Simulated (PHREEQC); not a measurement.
Solution (20 °C): 0.064 mol/kgw ZnSO4, 3.9e-05 mol/kgw NaCl and 0.0013 mol/kgw H2SO4. Closed to the air; pH follows from the charge balance.

All values are PHREEQC results (ion-association model, phreeqc.dat), not measurements.

No solid was allowed to form.

Task: What pH, density does the model give?

Result: pH 2.95; density 1.009 g/cm³.

Task: In which forms is S present?

Result: SO4-2 43 %, ZnSO4 37 %, Zn(SO4)2-2 18 %, HSO4- 1.9 % of the S.
